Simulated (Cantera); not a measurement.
Feed: 1 mol Cu₂O, 0.34 mol C, 2.4 mol N₂, held at 1148 K and 1.20 Torr.

These are equilibrium values from Cantera (NASA tables, ideal gas, pure condensed phases), not measurements of a reactor. Candidate condensed phases: C, Cu, CuO, Cu₂O; 27 gas species. Mutual solubility and eutectic melting of coexisting phases are not modelled. Equilibrium is a limit: real reactors are often held back by kinetics, nucleation or transport.

Base state: N₂ 0.876, CO₂ 0.124, O₂ 1.17e-5 (mole fractions); condensed: Cu(s) + Cu₂O(s).

Question: What changes in the equilibrium state with this change: C from 0.34 to 1.8 mol?

Answer: 
```
species            before    after
----------------  -------  -------
N₂                  0.876    0.706
CO                4.40e-6    0.294
CO₂                 0.124  5.63e-6
O₂                1.17e-5    <1e-9
Cu(s), mol           1.36     2.00
Cu₂O(s), mol        0.320        0
C(graphite), mol        0    0.800
```

Question: What changes in the equilibrium state with this change: C from 0.34 to 0.65 mol?

Answer: 
```
species        before   after
------------  -------  ------
N₂              0.876   0.787
CO₂             0.124   0.115
CO            4.40e-6  0.0984
O₂            1.17e-5   <1e-9
Cu(s), mol       1.36    2.00
Cu₂O(s), mol    0.320       0
```

Question: What changes in the equilibrium state with this change: temperature from 1148 K to 1573.15 K?

Answer: 
```json
[
 {"species": "N₂", "before": "0.876", "after": "0.813"},
 {"species": "CO₂", "before": "0.124", "after": "0.115"},
 {"species": "O₂", "before": "1.17e-5", "after": "0.0538"},
 {"species": "Cu", "before": "1.70e-6", "after": "0.0166"},
 {"species": "O", "before": "<1e-9", "after": "6.07e-5"},
 {"species": "CuO", "before": "<1e-9", "after": "2.77e-5"},
 {"species": "Cu(s), mol", "before": "1.36", "after": "0"},
 {"species": "Cu₂O(s), mol", "before": "0.320", "after": "0"},
 {"species": "Cu(l), mol", "before": "0", "after": "1.95"}
]
```
